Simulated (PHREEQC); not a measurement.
Solution (65 °C): 0.15 mol K2CO3, 0.00078 mol Al(NO3)3 and 0.00093 mol H3BO3 per kg of water. Closed to the air; pH follows from the charge balance.

Model: ion-association model, wateq4f.dat, run in PHREEQC.

No solid was allowed to form.

Task: What pH, ionic strength does the model give?

Result: pH 10.66; ionic strength 0.437 mol/kgw.

Task: In which forms is B present?

Result: H2BO3- 99 %, H3BO3 1.0 % of the B.

Complexes and solids missing from the database can't appear. Away from 25 °C the constants follow the database's enthalpies or fits; those with neither stay at their 25 °C values.
